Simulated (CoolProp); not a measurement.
A single-stage vapour-compression cycle with isobutene: evaporating at 304.15 K (dew point), condensing at 346.15 K (bubble point), superheat 8 K, subcooling 2 K, compressor efficiency 0.9, no pressure losses. Each further row changes one setting.

Model: reference Helmholtz-energy equation of state, Lemmon 2005, in CoolProp. It is a short technical equation, of lower accuracy than the large ones.

```
case                              cooling COP  pressure ratio  discharge temperature (K)  refrigerating effect (kJ/kg)  volumetric capacity (kJ/m³)
--------------------------------  -----------  --------------  -------------------------  ----------------------------  ---------------------------
as stated                                5.31            2.89                      352.3                           265                         2290
evaporating temperature 309.15 K         6.28            2.50                      352.3                             ?                         2690
condensing temperature 341.15 K          6.23            2.58                      347.7                           278                         2410
subcooling 7 K                              ?            2.89                      352.3                           278                         2410
superheat 18 K                           5.42            2.89                      361.8                           283                            ?
compressor efficiency 0.8                4.72            2.89                      355.2                           265                         2290
```

Question: Some entries are withheld; supply them.

Answer: 
- evaporating temperature 309.15 K, refrigerating effect (kJ/kg): 271
- subcooling 7 K, cooling COP: 5.58
- superheat 18 K, volumetric capacity (kJ/m³): 2340
